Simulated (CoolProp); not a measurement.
Isobutene along the isotherm -61.75 °C: fugacity coefficient from the reference equation and from simpler models built on Tc = 144.9 °C, pc = 4016 kPa, ω = 0.193; each cubic takes its own stable root.

Computed with CoolProp (reference Helmholtz-energy equation of state, Lemmon 2005). It is a short technical equation, of lower accuracy than the large ones.

| p (kPa) | phase | reference |
|---|---|---|
| 1120 | liquid | 0.005748 |
| 2230 | liquid | 0.003039 |
| 3350 | liquid | 0.002131 |
| 4460 | liquid | 0.001685 |
| 5580 | liquid | 0.001419 |
| 6690 | liquid | 0.001246 |
| 7810 | liquid | 0.001124 |
| 8920 | liquid | 0.001036 |
| 10000 | liquid | 0.0009709 |

**Question.** How far does each simpler model (van der Waals, Redlich-Kwong, Peng-Robinson) lie from the reference over these 9 states: mean and median of the absolute difference, and the worst?

**Answer.** 
- van der Waals: mean 2093.4 %, median 2088.2 %, worst +2369.9 % at -61.75 °C and 10000 kPa
- Redlich-Kwong: mean 76.0 %, median 76.0 %, worst +79.2 % at -61.75 °C and 10000 kPa
- Peng-Robinson: mean 4.5 %, median 4.4 %, worst +5.4 % at -61.75 °C and 1120 kPa
